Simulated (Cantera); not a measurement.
## Adiabatic ignition

An adiabatic, constant-pressure homogeneous reactor starts with H₂ : O₂ : N₂ = 1 : 1.35 : 5.08 (molar parts), equivalence ratio 0.37, at 1500 K and 3300 Torr.

Computed with Cantera and the H2/O2 subset of GRI-Mech 3.0, which has no nitrogen chemistry. The hydrogen kinetics of GRI-Mech 3.0 are dated; newer H2 mechanisms differ, most at raised pressure.

```tsv
t (s)	T (K)	x H₂	x O₂	x H₂O	x O	x OH	x H₂O₂	x H
3.00e-6	1531	0.112	0.170	0.0168	0.00343	0.00319	3.35e-6	0.00940
9.49e-6	2246	0.00456	0.115	0.128	0.00967	0.0162	7.51e-7	0.00381
3.00e-5	2383	0.001000	0.120	0.138	0.00207	0.00873	5.21e-7	0.000348
9.49e-5	2397	0.000681	0.120	0.139	0.00142	0.00734	5.67e-7	0.000196
0.000300	2397	0.000680	0.120	0.139	0.00142	0.00734	5.67e-7	0.000196
0.000949	2397	0.000680	0.120	0.139	0.00142	0.00734	5.67e-7	0.000196
0.00300	2397	0.000680	0.120	0.139	0.00142	0.00734	5.67e-7	0.000196
0.00949	2397	0.000680	0.120	0.139	0.00142	0.00734	5.67e-7	0.000196
0.0300	2397	0.000680	0.120	0.139	0.00142	0.00734	5.67e-7	0.000196
0.0949	2397	0.000680	0.120	0.139	0.00142	0.00734	5.67e-7	0.000196
0.300	2397	0.000680	0.120	0.139	0.00142	0.00734	5.67e-7	0.000196
0.949	2397	0.000680	0.120	0.139	0.00142	0.00734	5.67e-7	0.000196
3.00	2397	0.000680	0.120	0.139	0.00142	0.00734	5.67e-7	0.000196
```
x: mole fraction; the columns are a selection and need not sum to one.

```yaml
time_of_steepest_temperature_rise: 3.58 µs
temperature at 3.00 s: 2397 K
equilibrium_temperature: 2397 K
x(H₂) at 3.00 s: 0.000680 (gas-phase equilibrium 0.000680)
x(O₂) at 3.00 s: 0.120 (gas-phase equilibrium 0.120)
x(H₂O) at 3.00 s: 0.139 (gas-phase equilibrium 0.139)
```
